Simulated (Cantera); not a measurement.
An isothermal, constant-pressure homogeneous reactor starts with NO : N2 = 1 : 0.16 (molar parts), at 1725 K and 0.0267 bar.

Computed with Cantera and GRI-Mech 3.0 (53 species, 325 reactions). Radical loss at walls, strong at low pressure, is not modelled.

Predict: x(NO) at 100 s; x(O2) at 100 s; x(N2O) at 100 s; x(N2) at 100 s; x(NO2) at 100 s.


```
Quantity                                           Result
---------------  ----------------------------------------
x(NO) at 100 s      0.484 (gas-phase equilibrium 0.00388)
x(O2) at 100 s        0.189 (gas-phase equilibrium 0.429)
x(N2O) at 100 s   6.69e-5 (gas-phase equilibrium 3.12e-8)
x(N2) at 100 s        0.327 (gas-phase equilibrium 0.567)
x(NO2) at 100 s  0.000215 (gas-phase equilibrium 2.67e-6)
```
